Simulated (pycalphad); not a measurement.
Source of the numbers: pycalphad with the COST 507 light-alloy database (1999); pressure 1 atm. The database dates from 1999; later assessments differ in places, in temperatures and in the compounds included. Phase fractions are per mole of atoms.

Give the equilibrium state of Al-0.4187Si-0.4656C (wt.%) at 1177 °C.

LIQUID, fraction 0.976, with 0.43 Si, <0.01 C wt.%; AL4C3, fraction 0.024, with 0.02 Si, 25.0 C wt.%.

Give the equilibrium state of Al-0.4187Si-0.4656C (wt.%) at 627 °C.

FCC_A1, fraction 0.976, with 0.27 Si, <0.01 C wt.%; AL8SIC7, fraction 0.024, with 8.6 Si, 25.6 C wt.%.

Database names, with the compositions (at.%) that they take in these runs: AL4C3: Al 57 C 43; AL8SIC7: Al 50 C 44 Si 6. FCC_A1 is fcc.
